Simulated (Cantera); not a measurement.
A Cantera script and what it prints.

```python
import numpy as np
import cantera as ct

gas_names = """
    Electron CL CL+ CL- CLO CL2 H H+ H- HCL HOCL HO2 H2 H2+ H2- H2O H2O+ H2O2 H3O+ O O+ O- OH OH+ OH- O2
    O2+ O2- O3
""".split()
cond_names = """
    H2O(s) H2O(L)
""".split()


# ... load() reads the species with a 1 bar reference pressure and builds the phases ...
atoms = {
    'HCl': {'H': 1, 'CL': 1},
    'H2': {'H': 2},
    'O2': {'O': 2},
}
top_T = {}  # K; cautious upper limits of use, not melting points


# ... equilibrate(T, P, feed) seeds the gas with the atoms and calls Mixture.equilibrate('TP', solver="vcs", rtol=1e-11, max_steps=5000) ...
results = []
feed = {'HCl': 1, 'H2': 0.66, 'O2': 0.2}  # mol
P = 13332.2  # Pa
for T in [2500, 2750, 3000, 3250, 3500, 3750, 4000, 4250, 4500, 4750, 5000]:
    mix = equilibrate(T, P, feed)
    results.append((T, P, feed, dict(zip(mix.species_names, mix.species_moles))))

top = {s: max(r[3][s] / sum(r[3][g] for g in gas_names) for r in results) for s in gas_names}
cols = sorted((s for s in top if top[s] > 1e-06), key=lambda s: -top[s])[:5]
seen = [c for c in cond_names if any(r[3].get(c, 0) > 1e-12 for r in results)]
print("log10 of partial pressures in bar; condensed amounts in mol")
print(f"{'T/K':>10s}" + "".join(f"{s[:9]:>10s}" for s in cols + seen))
for T, P, feed, n in results:
    ng = sum(n[g] for g in gas_names)
    print(f"{T:10.4g}" + "".join(f"{np.log10(max(n[s] / ng * P / 1e5, 1e-99)):10.3f}" for s in cols)
          + "".join(f"{n.get(c, 0):10.4g}" for c in seen))
```

Output:

```
log10 of partial pressures in bar; condensed amounts in mol
       T/K         H       HCL        CL       H2O        H2
      2500    -2.421    -1.166    -2.094    -1.533    -1.644
      2750    -1.973    -1.267    -1.783    -1.620    -1.617
      3000    -1.614    -1.441    -1.597    -1.829    -1.625
      3250    -1.356    -1.703    -1.506    -2.239    -1.726
      3500    -1.205    -2.039    -1.469    -2.869    -1.953
      3750    -1.133    -2.408    -1.455    -3.625    -2.269
      4000    -1.103    -2.771    -1.450    -4.389    -2.611
      4250    -1.091    -3.110    -1.447    -5.104    -2.942
      4500    -1.085    -3.418    -1.447    -5.756    -3.248
      4750    -1.083    -3.697    -1.446    -6.345    -3.527
      5000    -1.082    -3.949    -1.446    -6.878    -3.780
```

Cantera equilibrium calculation (NASA polynomials, part measured and part estimated; ideal gas, pure solids and liquids).
